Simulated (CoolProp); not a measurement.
R124 along the isobar 1.01 bar: density (kg/m³) from the reference equation and from simpler models built on Tc = 395.4 K, pc = 36.24 bar, ω = 0.288; each cubic takes its own stable root.

Model: reference Helmholtz-energy equation of state, de Vries 1995, in CoolProp.

```json
[
 {"T (K)": "182.5", "phase": "liquid", "reference": "1690"},
 {"T (K)": "203", "phase": "liquid", "reference": "1636"},
 {"T (K)": "223.5", "phase": "liquid", "reference": "1581"},
 {"T (K)": "244.1", "phase": "liquid", "reference": "1524"},
 {"T (K)": "264.6", "phase": "gas", "reference": "6.532"},
 {"T (K)": "285.2", "phase": "gas", "reference": "5.997"},
 {"T (K)": "305.7", "phase": "gas", "reference": "5.556"},
 {"T (K)": "326.2", "phase": "gas", "reference": "5.180"},
 {"T (K)": "346.8", "phase": "gas", "reference": "4.855"},
 {"T (K)": "367.3", "phase": "gas", "reference": "4.571"},
 {"T (K)": "387.8", "phase": "gas", "reference": "4.320"},
 {"T (K)": "408.4", "phase": "gas", "reference": "4.095"},
 {"T (K)": "428.9", "phase": "gas", "reference": "3.894"},
 {"T (K)": "449.5", "phase": "gas", "reference": "3.711"}
]
```

Task: How far does each simpler model (van der Waals, Redlich-Kwong, Soave-Redlich-Kwong, Peng-Robinson) lie from the reference over these 14 states: mean and median of the absolute difference, and the worst?

Result: 
- van der Waals: mean 24.6 %, median 0.7 %, worst -99.5 % at 244.1 K and 1.01 bar
- Redlich-Kwong: mean 3.5 %, median 0.3 %, worst -11.7 % at 244.1 K and 1.01 bar
- Soave-Redlich-Kwong: mean 2.6 %, median 0.2 %, worst -9.5 % at 182.5 K and 1.01 bar
- Peng-Robinson: mean 0.9 %, median 0.1 %, worst +3.5 % at 244.1 K and 1.01 bar

At some of these states van der Waals gives the other phase, because its saturation line lies elsewhere.
